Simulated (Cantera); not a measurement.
A closed system holds: 1 mol SiH2Cl2, 0.47 mol NH3, held at 502 °C and 77.0 mbar.

Method: chemical equilibrium by Gibbs-energy minimisation in Cantera with the NASA 1993 tables (ideal gas, pure condensed phases). Candidate condensed phases: NH4Cl, Si, Si3N4; 28 gas species. The tables' values for SiCl3 are old estimates; treat these amounts as uncertain. Equilibrium is a limit: real reactors are often held back by kinetics, nucleation or transport.

**Question.** What is the equilibrium state?

**Answer.** 
| Property | Value |
|---|---|
| x(H2) | 0.757 |
| x(SiCl4) | 0.193 |
| x(SiHCl3) | 0.0477 |
| x(HCl) | 0.00198 |
| x(SiH2Cl2) | 0.000912 |
| x(SiCl3) | 8.13e-5 |
| x(SiCl2) | 4.88e-6 |
| x(SiH3Cl) | 3.95e-6 |
| n(Si(s)) | 0.122 mol |
| n(Si3N4(s)) | 0.117 mol |
| gas amount | 2.179 mol |
